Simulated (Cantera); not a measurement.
Gas mixture: 67.4 % N2O, 32.6 % CO2, at 500000 Pa, frozen composition.

Cantera's kinetic-theory transport with the Lennard-Jones parameters of GRI-Mech 3.0, ideal gas; thermal conductivity in the multicomponent form. The composition is frozen, though it would react at the higher temperatures.

One state of this run: ρ (kg/m³) = 3.78; cp (J/kg/K) = 1143; μ (µPa s) = 31.0; λ (mW/m/K) = 47.9; Pr = 0.740; D (cm²/s) CO2 = 0.108; D (cm²/s) CH4 = 0.160; D (cm²/s) C2H2 = 0.118. D: mixture-averaged diffusion coefficient of that species in the mixture.

Which value of T (K) does it belong to?
A. 1100
B. 800
C. 400
D. 700

D, 700
